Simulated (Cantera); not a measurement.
Mixture: H₂ : O₂ : N₂ = 1 : 1.25 : 8 (molar parts), equivalence ratio 0.40, at 500000 Pa, adiabatic and at constant pressure. Ignition delay is the time to a rise of 400 K.

Model: the H2/O2 subset of GRI-Mech 3.0, which has no nitrogen chemistry, integrated in Cantera. The hydrogen kinetics of GRI-Mech 3.0 are dated; newer H2 mechanisms differ, most at raised pressure. Where the delays flatten at high temperature, the 400 K rule measures the pace of heat release, not the induction time.

### Question
What does this change do: H2 1 to 1.4 parts?

### Answer
| quantity | before | after |
|---|---|---|
| delay at 1100 K | 0.825 ms | 0.710 ms |
| delay at 1200 K | 26.6 µs | 23.8 µs |
| delay at 1300 K | 12.4 µs | 10.8 µs |
| delay at 1400 K | 8.32 µs | 6.93 µs |
| delay at 1500 K | 6.64 µs | 5.22 µs |

### Question
What does this change do: constant volume in place of constant pressure?

### Answer
| quantity | before | after |
|---|---|---|
| delay at 1100 K | 0.825 ms | 0.812 ms |
| delay at 1200 K | 26.6 µs | 25.3 µs |
| delay at 1300 K | 12.4 µs | 11.4 µs |
| delay at 1400 K | 8.32 µs | 7.27 µs |
| delay at 1500 K | 6.64 µs | 5.44 µs |
